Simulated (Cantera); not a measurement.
Input: 1 mol CuO, 1.6 mol H2, 0.52 mol H2O, held at 86000 Pa.

These are equilibrium values from Cantera (NASA tables, ideal gas, pure condensed phases), not measurements of a reactor. Candidate condensed phases: Cu, CuO, Cu(OH)2, Cu2O, H2O; 12 gas species. Equilibrium is a limit: real reactors are often held back by kinetics, nucleation or transport.

### Question
Which condensed phases are stable at each of these points (T (K)): 975, 1025, 1075, 1125, 1175, 1225, 1275, 1325, 1375, 1425, 1475, 1525?

### Answer
| T (K) | condensed phases | Cu condensed (%) |
|---|---|---|
| 975 | Cu(s) | 100.0 |
| 1025 | Cu(s) | 100.0 |
| 1075 | Cu(s) | 100.0 |
| 1125 | Cu(s) | 100.0 |
| 1175 | Cu(s) | 100.0 |
| 1225 | Cu(s) | 100.0 |
| 1275 | Cu(s) | 100.0 |
| 1325 | Cu(s) | 100.0 |
| 1375 | Cu(l) | 100.0 |
| 1425 | Cu(l) | 100.0 |
| 1475 | Cu(l) | 100.0 |
| 1525 | Cu(l) | 100.0 |

From 975 K to 1325 K the condensed part is Cu(s). From 1375 K to 1525 K the condensed part is Cu(l).
